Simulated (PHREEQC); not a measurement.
## Copper plating or etch bath: speciation

Dissolve 0.0097 mol/kgw Cu(BF4)2 and 0.00036 mol/kgw Na2SO4 at 24 °C. Closed to the air; pH follows from the charge balance.

Model: ion-association model, wateq4f.dat, run in PHREEQC.

Each row changes one thing in this solution. This is a speciation only: nothing precipitates in the calculation.

| case | pH | ionic strength (mol/kgw) | BF4- (mol/kgw) | HF (mol/kgw) | F- (mol/kgw) | BF3OH- (mol/kgw) | SI of Mirabilite (Na2SO4:10H2O) |
|---|---|---|---|---|---|---|---|
| as made | 2.87 | 0.0308 | 0.0163 | 0.00430 | 0.00257 | 0.00136 | -9.20 |
| temperature from 24 to 55 °C | ___ | 0.0303 | 0.0153 | 0.00713 | 0.00282 | 0.00144 | ___ |
| Cu(BF4)2 replaced by NaBF4 at the same molality | 2.95 | 0.0120 | 0.00747 | 0.00351 | 0.00239 | 0.000765 | ___ |
| Na2SO4 from 0.00036 to 3.6e-05 mol/kgw | 2.87 | 0.0302 | 0.0163 | 0.00431 | 0.00256 | 0.00136 | ___ |
| diluted 10-fold with water | ___ | 0.00386 | 0.000816 | 0.00205 | 0.00176 | 0.000143 | -11.81 |

### Question
Fill in the missing entries.

### Answer

- temperature from 24 to 55 °C, pH: 2.94
- temperature from 24 to 55 °C, SI of Mirabilite (Na2SO4:10H2O): -10.58
- Cu(BF4)2 replaced by NaBF4 at the same molality, SI of Mirabilite (Na2SO4:10H2O): -6.58
- Na2SO4 from 0.00036 to 3.6e-05 mol/kgw, SI of Mirabilite (Na2SO4:10H2O): -12.20
- diluted 10-fold with water, pH: 3.07

Complexes and solids missing from the database can't appear. Constants without temperature data keep their 25 °C values here. Real BF4- forms and hydrolyses slowly; the run takes it at equilibrium.
